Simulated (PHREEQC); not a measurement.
Copper plating or etch bath: speciation

Dissolve 10 mmol/kgw CuCl2 and 0.058 mmol/kgw H2SO4 at 25 °C. Closed to the air; pH follows from the charge balance.

Computed with PHREEQC (ion-association model, phreeqc.dat).

This is a speciation only: nothing precipitates in the calculation.

Task: Predict the pH, specific conductance.

Result: pH 3.99; specific conductance 2240 µS/cm.

Task: In which forms is S present?

Result: SO4-2 63 %, CuSO4 36 % of the S.

Complexes and solids missing from the database can't appear.
